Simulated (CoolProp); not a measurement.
n-nonane along the isobar 8.84 bar: Z from the reference equation and from simpler models built on Tc = 594.5 K, pc = 22.82 bar, ω = 0.443; each cubic takes its own stable root.

Computed with CoolProp (reference Helmholtz-energy equation of state, Lemmon 2006). It is a short technical equation, of lower accuracy than the large ones.

```
T (K)  phase  reference
-----  -----  ---------
538.2    gas     0.7510
547      gas     0.7716
555.9    gas     0.7896
564.7    gas     0.8053
573.5    gas     0.8193
582.3    gas     0.8318
591.2    gas     0.8432
600      gas     0.8534
```

**Question.** How far does each simpler model (Pitzer virial, Peng-Robinson) lie from the reference over these 8 states: mean and median of the absolute difference, and the worst?

**Answer.** 
- Pitzer virial: mean 3.6 %, median 3.2 %, worst +6.6 % at 538.2 K and 8.84 bar
- Peng-Robinson: mean 0.6 %, median 0.6 %, worst -0.9 % at 600 K and 8.84 bar
